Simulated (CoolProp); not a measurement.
Saturation properties of water (Tc = 373.9 °C, pc = 22.06 MPa, ω = 0.344).

The numbers come from the reference Helmholtz-energy equation of state, Wagner 2002 in CoolProp.

| T (°C) | p (MPa) | vapour density (kg/m³) | enthalpy of vaporisation (kJ/kg) | liquid viscosity (µPa s) |
|---|---|---|---|---|
| 100.25 | … | 0.6032 | 2256 | 281 |
| 115.85 | 0.1739 | 0.9907 | 2214 | 241 |
| 131.45 | … | 1.559 | 2169 | 210 |
| 147.05 | 0.4397 | … | 2123 | 187 |
| 162.65 | 0.6610 | 3.473 | 2073 | 167 |
| 178.25 | … | 4.964 | 2020 | … |
| 193.85 | 1.365 | 6.931 | 1963 | 139 |
| 209.45 | 1.887 | 9.486 | 1902 | 128 |
| 225.05 | 2.552 | 12.77 | 1835 | 119 |
| 240.65 | … | 16.94 | 1762 | 111 |
| 256.25 | … | 22.24 | 1682 | 103 |
| 271.85 | 5.664 | 28.96 | 1593 | 96.8 |
| 287.45 | 7.169 | 37.52 | 1494 | 90.6 |

Task: Fill in the missing entries.

Result: 
- 100.25, p (MPa): 0.1023
- 131.45, p (MPa): 0.2822
- 147.05, vapour density (kg/m³): 2.364
- 178.25, p (MPa): 0.9631
- 178.25, liquid viscosity (µPa s): 152
- 240.65, p (MPa): 3.385
- 256.25, p (MPa): 4.413

It boils at 100.0 °C under 1 atm.

Viscosity comes from a separate model (Huber 2009).
